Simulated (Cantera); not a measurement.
Gas mixture: H₂O : N₂O = 0.45 : 0.11 (molar parts), at 0.0276 atm, frozen composition.

Cantera's kinetic-theory transport with the Lennard-Jones parameters of GRI-Mech 3.0, ideal gas; thermal conductivity in the mixture-averaged form. Polar gases are described roughly by these parameters. The composition is frozen, though it would react at the higher temperatures.

One state of this run: ρ (kg/m³) = 0.00649; cp (J/kg/K) = 2009; μ (µPa s) = 44.5; λ (mW/m/K) = 131; Pr = 0.685; D (cm²/s) OH = 142; D (cm²/s) H₂ = 326; D (cm²/s) NH₃ = 103. D: mixture-averaged diffusion coefficient of that species in the mixture.

Which value of T (K) does it belong to?
A. 900
B. 800
C. 1100
D. 1200

D, 1200
